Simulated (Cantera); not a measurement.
An adiabatic, constant-pressure homogeneous reactor starts with 4.55 % CH4, 5.00 % H2, 19.0 % O2, 71.4 % N2, equivalence ratio 0.61, at 1673 K and 1.00 atm.

Computed with Cantera and GRI-Mech 3.0 (53 species, 325 reactions).

Question: Predict: time of steepest temperature rise; temperature at 2.00 s; equilibrium temperature; x(H2) at 2.00 s; x(O2) at 2.00 s; x(H) at 2.00 s.

Answer: 
```
Property                                                            Result
---------------------------------  ---------------------------------------
time of steepest temperature rise                                  43.5 µs
temperature at 2.00 s                                               2642 K
equilibrium temperature                                             2642 K
x(H2) at 2.00 s                    0.00552 (gas-phase equilibrium 0.00552)
x(O2) at 2.00 s                      0.0672 (gas-phase equilibrium 0.0672)
x(H) at 2.00 s                     0.00338 (gas-phase equilibrium 0.00338)
```
